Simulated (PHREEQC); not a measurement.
A PHREEQC input (ion-association model, phreeqc.dat):

```
SOLUTION 1
  temp 80
  units mg/kgw
  pH 7.45
  pe 10
  Na 1930
  K 671 charge
  Ca 196
  Mg 1.09
  Cl 3240
  S(6) 1100 as SO4
  Alkalinity 0.914 as HCO3
  B 0.238
  Br 95.2
END
USE solution 1
EQUILIBRIUM_PHASES 1
  Quartz 0 0.5
  CO2(g) -2 10
END
```

The run finishes without an error or a warning.

Its last state differs from that of the intended input:

```tsv
quantity	as run	intended
ionic strength (mol/kgw)	0.124	0.122
K+ (mol/kgw)	0.0209	0.0165
KSO4- (mol/kgw)	0.000817	0.000660
SI of Gypsum (CaSO4:2H2O)	-0.73	-0.72
```

**Question.** One thing in the input isn't as intended. What explains the difference?

**Answer.** One answer among several that fit: The fault: charge balance asked on the minor ion K. The line should read `K 671` where the input has `K 671 charge`.
